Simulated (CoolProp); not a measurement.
The numbers come from the reference Helmholtz-energy equation of state, Gao 2022 in CoolProp.

Q: For n-perfluorohexane, give the phase and the density (kg/m³), speed of sound (m/s), Joule-Thomson coefficient (K/MPa), expansivity (1/kK) at 176.85 °C and 0.95 MPa; 176.85 °C and 1.9 MPa; 176.85 °C and 2.14 MPa.

A: 
- 176.85 °C and 0.95 MPa: gas; density 110, speed of sound 82.9, Joule-Thomson coefficient 11.8, expansivity 5.35
- 176.85 °C and 1.9 MPa: supercritical; density 842, speed of sound 53.4, Joule-Thomson coefficient 10.7, expansivity 54.4
- 176.85 °C and 2.14 MPa: supercritical; density 948, speed of sound 78.4, Joule-Thomson coefficient 4.77, expansivity 19.2
